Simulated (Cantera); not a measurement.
Input: 1 mol Fe₂O₃, 3.4 mol CO, 19 mol N₂, held at 2.00 bar.

Cantera equilibrium calculation (NASA polynomials, part measured and part estimated; ideal gas, pure solids and liquids). Candidate condensed phases: C, Fe, Fe(CO)₅, FeO, Fe₂O₃, Fe₃O₄; 27 gas species. The tables' stoichiometric FeO is somewhat more stable than real wüstite, so its field is too wide. FeO: taken at fixed stoichiometry. Kinetics and transport are ignored.

x: gas mole fraction; n: condensed amount in mol.

| T (K) | x N₂ | x CO | x CO₂ | x Fe | x NO | n FeO(s) | n FeO(l) |
|---|---|---|---|---|---|---|---|
| 1098 | 0.848 | 0.107 | 0.0446 | <1e-12 | <1e-12 | 2.00 | 0 |
| 1198 | 0.848 | 0.107 | 0.0446 | 1.13e-11 | ___ | 2.00 | 0 |
| 1298 | 0.848 | 0.107 | 0.0446 | 2.30e-10 | ___ | 2.00 | 0 |
| 1398 | 0.848 | 0.107 | 0.0446 | 3.03e-9 | ___ | 2.00 | 0 |
| 1498 | 0.848 | 0.107 | 0.0446 | 2.79e-8 | ___ | 2.00 | 0 |
| 1598 | 0.848 | 0.107 | 0.0446 | 1.93e-7 | ___ | 2.00 | 0 |
| 1698 | 0.848 | 0.107 | 0.0446 | 1.01e-6 | ___ | 0 | 2.00 |
| 1798 | 0.848 | 0.107 | 0.0446 | 4.10e-6 | ___ | 0 | 2.00 |

Task: What belongs in the gaps?

Result: 
- 1198, x NO: 2.14e-12
- 1298, x NO: 3.83e-11
- 1398, x NO: 4.53e-10
- 1498, x NO: 3.84e-9
- 1598, x NO: 2.49e-8
- 1698, x NO: 1.29e-7
- 1798, x NO: 5.55e-7
